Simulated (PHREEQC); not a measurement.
A solution holds 0.66 mmol/kgw Cu(BF4)2 and 0.15 mmol/kgw Na2SO4, at 85 °C. Closed to the air; pH follows from the charge balance.

Model: ion-association model, phreeqc.dat, run in PHREEQC.

```yaml
pH: 3.37
ionic_strength: 0.00277 mol/kgw
total_alkalinity: -3.96 meq/kg
```

```
species    molality  activity   log γ
---------  --------  --------  ------
HF          0.00317   0.00317   0.000
F-          0.00159   0.00149  -0.029
H3BO3       0.00116   0.00116   0.000
Cu+2       0.000625  0.000485  -0.110
H+         0.000457  0.000431  -0.026
Na+        0.000300  0.000281  -0.028
SO4-2      0.000118   9.11e-5  -0.112
BF2(OH)2-   8.01e-5   7.50e-5  -0.028
BF4-        5.54e-5   5.19e-5  -0.028
```

Precipitation was switched off in this run. Complexes and solids missing from the database can't appear. Away from 25 °C the constants follow the database's enthalpies or fits; those with neither stay at their 25 °C values. Real BF4- forms and hydrolyses slowly; the run takes it at equilibrium.
